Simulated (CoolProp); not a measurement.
A Linde-Hampson liquefier for oxygen: isothermal reversible compression at 200 K from 1 atm to 15 MPa, throttling to 1 atm, return gas leaving the recuperator 5 K below the feed. Each further row changes one setting.

Values from CoolProp's reference Helmholtz-energy equation of state, Schmidt 1985.

```
case                        liquid yield per pass  compression work (kJ/kg of gas)
--------------------------  ---------------------  -------------------------------
as stated                                   0.278                              236
high pressure 30 MPa                        0.361                              261
warm-end temperature 230 K                  0.170                              283
warm-end gap 10 K                           0.267                              236
```
